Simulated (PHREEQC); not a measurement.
0.2 mol of Gypsum (CaSO4:2H2O) is brought to equilibrium with 1 kg of water, with rising amounts of HNO3, at 25 °C. Oxygen is held at 0.21 atm. The system is closed to CO2. Only these solids could form: Gypsum.

Computed with PHREEQC (ion-association model, wateq4f.dat).

```json
[
 {"HNO3 added (mol)": "0", "pH": "7.07", "dissolved Ca (mol/kgw)": "0.0157", "dissolved S (mol/kgw)": "0.0157", "HSO4- (mol/kgw)": "5.09e-8"},
 {"HNO3 added (mol)": "0.00208", "pH": "2.93", "dissolved Ca (mol/kgw)": "0.0162", "dissolved S (mol/kgw)": "0.0162", "HSO4- (mol/kgw)": "0.000674"},
 {"HNO3 added (mol)": "0.00417", "pH": "2.63", "dissolved Ca (mol/kgw)": "0.0168", "dissolved S (mol/kgw)": "0.0168", "HSO4- (mol/kgw)": "0.00133"},
 {"HNO3 added (mol)": "0.00625", "pH": "2.45", "dissolved Ca (mol/kgw)": "0.0173", "dissolved S (mol/kgw)": "0.0173", "HSO4- (mol/kgw)": "0.00195"},
 {"HNO3 added (mol)": "0.00833", "pH": "2.32", "dissolved Ca (mol/kgw)": "0.0179", "dissolved S (mol/kgw)": "0.0179", "HSO4- (mol/kgw)": "0.00256"},
 {"HNO3 added (mol)": "0.0104", "pH": "2.22", "dissolved Ca (mol/kgw)": "0.0184", "dissolved S (mol/kgw)": "0.0184", "HSO4- (mol/kgw)": "0.00314"},
 {"HNO3 added (mol)": "0.0125", "pH": "2.14", "dissolved Ca (mol/kgw)": "0.0190", "dissolved S (mol/kgw)": "0.0190", "HSO4- (mol/kgw)": "0.00372"},
 {"HNO3 added (mol)": "0.0146", "pH": "2.07", "dissolved Ca (mol/kgw)": "0.0195", "dissolved S (mol/kgw)": "0.0195", "HSO4- (mol/kgw)": "0.00428"},
 {"HNO3 added (mol)": "0.0167", "pH": "2.01", "dissolved Ca (mol/kgw)": "0.0200", "dissolved S (mol/kgw)": "0.0200", "HSO4- (mol/kgw)": "0.00483"},
 {"HNO3 added (mol)": "0.0187", "pH": "1.96", "dissolved Ca (mol/kgw)": "0.0205", "dissolved S (mol/kgw)": "0.0205", "HSO4- (mol/kgw)": "0.00534"},
 {"HNO3 added (mol)": "0.0208", "pH": "1.92", "dissolved Ca (mol/kgw)": "0.0210", "dissolved S (mol/kgw)": "0.0210", "HSO4- (mol/kgw)": "0.00586"},
 {"HNO3 added (mol)": "0.0229", "pH": "1.87", "dissolved Ca (mol/kgw)": "0.0215", "dissolved S (mol/kgw)": "0.0215", "HSO4- (mol/kgw)": "0.00637"},
 {"HNO3 added (mol)": "0.025", "pH": "1.83", "dissolved Ca (mol/kgw)": "0.0220", "dissolved S (mol/kgw)": "0.0220", "HSO4- (mol/kgw)": "0.00688"}
]
```

Species that the database lacks are ignored.
